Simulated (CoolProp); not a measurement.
Vapour-liquid equilibrium of R143a (1) + propane (2) at 40.95 °C; x and y are mole fractions of (1).

Values from CoolProp's multi-fluid Helmholtz-energy mixture model, Lemmon and Jacobsen 2000 and Lemmon 2009; pair parameters Bell 2016.

```csv
x,"bubble pressure, mixture model (bar)","bubble pressure, Raoult's law (bar)","y, mixture model","y, Raoult's law"
0.05,15.49,14.23,0.113,0.066
0.2,18.52,14.94,0.315,0.251
0.35,20.20,15.65,0.438,0.419
0.5,21.08,16.36,0.540,0.572
0.65,21.32,17.07,0.644,0.713
0.8,20.84,17.78,0.768,0.843
0.95,19.44,18.49,0.931,0.962
```

The largest gap from Raoult's law is +29.1 % in bubble pressure, at x = 0.35. y crosses x between x = 0.5 and 0.65: the model has an azeotrope there.

Pair parameters are fitted to limited data, so mixtures are less certain than the pure fluids.
